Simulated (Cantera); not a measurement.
Charge: 1 mol SiH₄, 0.43 mol NO, 26 mol N₂, held at 1773 K and 13300 Pa.

Equilibrium computed with Cantera from the NASA thermochemical tables; the gas is ideal and each condensed phase is pure. Candidate condensed phases: H₂O, Si, SiO₂, Si₂N₂O, Si₃N₄; 35 gas species. Mutual solubility and eutectic melting of coexisting phases are not modelled. Kinetics and transport are ignored.

Base state: N₂ 0.927, H₂ 0.0721, SiO 0.000570, H 0.000209 (mole fractions); condensed: Si₂N₂O(s) + Si₃N₄(s).

Question: What changes in the equilibrium state with this change: SiH₄ replaced by TEOS?

Answer: 
```csv
species,before,after
N₂,0.927,0.644
H₂,0.0721,0.245
CO,0,0.108
SiO,0.000570,0.000557
HCN,0,0.00213
HNC,0,7.61e-5
C₂H₂ (acetylene),0,3.42e-5
H,0.000209,0.000385
"Si₂N₂O(s), mol",0.414,0
"Si₃N₄(s), mol",0.0519,0
"C(graphite), mol",0,2.52
"SiC(s), mol",0,0.977
```
The feed counts by its element totals alone. Further candidate phases: C, C₆H₆, C₇H₈, C₈H₁₈, SiC.
